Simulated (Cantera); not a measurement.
Input: 1 mol C6H6, 2 mol H2O, 5.2 mol N2, equilibrated at 852 °C and 1.00 bar.

Equilibrium computed with Cantera from the NASA thermochemical tables; the gas is ideal and each condensed phase is pure. Candidate condensed phases: C, C6H6, C7H8, C8H18, H2O; 136 gas species. Rates play no part.

Base state: N2 0.431, H2 0.401, CO 0.159, CH4 0.00463, H2O 0.00409, CO2 0.00147, NH3 4.62e-5, HCN 1.27e-5 (mole fractions); condensed: C(graphite).

### Question
What changes in the equilibrium state with this change: H2O from 2 to 0.18 mol?

### Answer
```json
[
 {"species": "N2", "before": "0.431", "after": "0.610"},
 {"species": "H2", "before": "0.401", "after": "0.365"},
 {"species": "CO", "before": "0.159", "after": "0.0206"},
 {"species": "CO2", "before": "0.00147", "after": "2.48e-5"},
 {"species": "H2O", "before": "0.00409", "after": "0.000483"},
 {"species": "CH4", "before": "0.00463", "after": "0.00384"},
 {"species": "C(graphite), mol", "before": "4.01", "after": "5.79"}
]
```
